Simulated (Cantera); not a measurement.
An isothermal, constant-pressure homogeneous reactor starts with 0.456 % CO, 2.33 % O2, 0.136 % H2O, 97.1 % N2, equivalence ratio 0.098, at 1423 K and 713 Torr.

Detailed kinetics in Cantera: GRI-Mech 3.0 (53 species, 325 reactions).

One state of this run: x CO = 0.000320; x O2 = 0.0211; x H2O = 0.00132; x N2O = 1.23e-6; x HO2 = 8.82e-7; x H2O2 = 1.03e-8; x NO2 = 3.28e-9. x: mole fraction; the columns are a selection and need not sum to one.

### Question
Which value of t (s) does it belong to?
(A) 1.08
(B) 0.0134
(C) 20.0
(D) 0.249

### Answer
B, 0.0134
